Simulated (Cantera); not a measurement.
# Premixed flame

A freely propagating, adiabatic, planar premixed flame of 20.7 % CO, 0.950 % H2, 14.8 % O2, 63.6 % N2, equivalence ratio 0.73, unburnt at 625 K and 1.00 bar; multicomponent transport, grid criteria slope 0.08 and curve 0.16, no radiation.

Model: GRI-Mech 3.0 (53 species, 325 reactions), integrated in Cantera. Burning velocities carry a grid error of a few per cent, more on coarse grids.

```tsv
z (mm)	T (K)	u (m/s)	x CO	x H2	x O2	x OH	x NO	x H2O
-3.44	625	0.803	0.207	0.00949	0.148	<1e-8	<1e-8	1.10e-8
-2.29	625	0.803	0.207	0.00943	0.148	<1e-8	<1e-8	2.50e-7
-1.72	625	0.803	0.207	0.00930	0.148	<1e-8	<1e-8	1.53e-6
-1.15	626	0.803	0.207	0.00892	0.148	<1e-8	<1e-8	1.40e-5
-0.573	646	0.828	0.206	0.00737	0.148	1.00e-7	2.07e-8	0.000383
-0.286	815	1.04	0.194	0.00519	0.141	7.01e-5	4.46e-7	0.00268
0	1205	1.50	0.151	0.00180	0.116	0.000602	3.56e-6	0.00682
0.286	1495	1.83	0.102	0.000525	0.0880	0.00140	1.22e-5	0.00673
0.573	1662	2.00	0.0746	0.000484	0.0738	0.00200	2.30e-5	0.00569
1.15	1828	2.17	0.0561	0.000478	0.0660	0.00252	4.08e-5	0.00621
2.29	1968	2.32	0.0435	0.000382	0.0617	0.00261	6.83e-5	0.00746
4.58	2079	2.43	0.0321	0.000272	0.0575	0.00240	0.000122	0.00831
9.17	2160	2.51	0.0226	0.000185	0.0538	0.00208	0.000232	0.00885
```
x: mole fraction of selected species; z is measured from the peak of heat release.

```
Quantity                      Value
------------------------  ---------
laminar burning velocity  80.3 cm/s
thermal thickness           1.15 mm
peak x(OH)                  0.00263
grid points                     120
```
